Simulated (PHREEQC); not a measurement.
A solution holds 0.014 mol/kgw HF, 0.0015 mol/kgw KF and 0.0012 mol/kgw (NH4)2SiF6, at 49 °C. Closed to the air; pH follows from the charge balance.

Model: ion-association model, phreeqc.dat, run in PHREEQC.

| quantity | before | after |
|---|---|---|
| pH | 2.76 | 3.23 |
| ionic strength (mol/kgw) | 0.00698 | 0.0147 |
| HF (mol/kgw) | 0.0120 | 0.0128 |
| F- (mol/kgw) | 0.00322 | 0.0105 |
| HF2- (mol/kgw) | 0.000166 | 0.000579 |
| H4SiO4 (mol/kgw) | 7.44e-7 | 5.03e-8 |
| SI of Quartz (SiO2) | -2.47 | -3.64 |

Question: Name the change that produced these shifts.
(A) 0.0089 mol/kgw LiF added
(B) diluted 10-fold with water
(C) 0.0006 mol/kgw NaCl added
(D) diluted 100-fold with water

Answer: A, 0.0089 mol/kgw LiF added

No solid was allowed to form. Constants without temperature data keep their 25 °C values here. SiF6-2 is the database's only silicon fluoride.
